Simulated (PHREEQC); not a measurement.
Model water analysis in mg/L, 38 °C, pH 6.22, pe 0.2:

```csv
constituent,mg/L
Na,17.3
K,2.14
Ca,4.37
Mg,0.122
Cl,7.45
S(6) as SO4,0.597
Alkalinity as HCO3,17.8
B,0.00164
```

Valence states are taken as typed.

Computed with PHREEQC (ion-association model, phreeqc.dat).

- ionic strength: 0.000894 mol/kgw
- specific conductance: 108 µS/cm
- charge-balance error: 33.6 %

```
species  molality  activity   log γ
-------  --------  --------  ------
Na+      0.000752  0.000727  -0.015
CO2      0.000340  0.000340   0.000
HCO3-    0.000292  0.000282  -0.015
Cl-      0.000210  0.000203  -0.015
Ca+2     0.000108   9.47e-5  -0.059
K+        5.47e-5   5.29e-5  -0.015
SO4-2     6.09e-6   5.31e-6  -0.060
Mg+2      4.99e-6   4.36e-6  -0.059
H+        6.23e-7   6.03e-7  -0.014
CaHCO3+   4.10e-7   3.96e-7  -0.015
H3BO3     1.52e-7   1.52e-7   0.000
NaHCO3    1.07e-7   1.07e-7   0.000
CaSO4     9.80e-8   9.80e-8   0.000
OH-       4.41e-8   4.26e-8  -0.015
CO3-2     3.13e-8   2.73e-8  -0.059
NaSO4-    2.16e-8   2.09e-8  -0.015
```

This is a speciation only: nothing precipitates in the calculation. Away from 25 °C the constants follow the database's enthalpies or fits; those with neither stay at their 25 °C values.
